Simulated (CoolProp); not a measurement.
Vapour-liquid equilibrium of cyclohexane (1) + m-xylene (2) at 4.74 bar; x and y are mole fractions of (1).

The numbers come from the multi-fluid Helmholtz-energy mixture model, Zhou 2014 and Zhou 2012; pair parameters Bell 2016 in CoolProp.

```tsv
x	bubble temperature, mixture model (°C)	bubble temperature, Raoult's law (°C)	y, mixture model	y, Raoult's law
0.05	201.3	202.0	0.144	0.147
0.2	185.3	187.5	0.455	0.463
0.35	173.1	175.7	0.645	0.662
0.5	163.7	165.9	0.769	0.791
0.65	156.1	157.6	0.856	0.880
0.8	149.8	150.5	0.923	0.942
0.95	144.2	144.3	0.982	0.988
```

The largest gap from Raoult's law is -2.6 K in bubble temperature, at x = 0.35. No azeotrope shows between x = 0.05 and 0.95.

Pair parameters are fitted to limited data, so mixtures are less certain than the pure fluids.
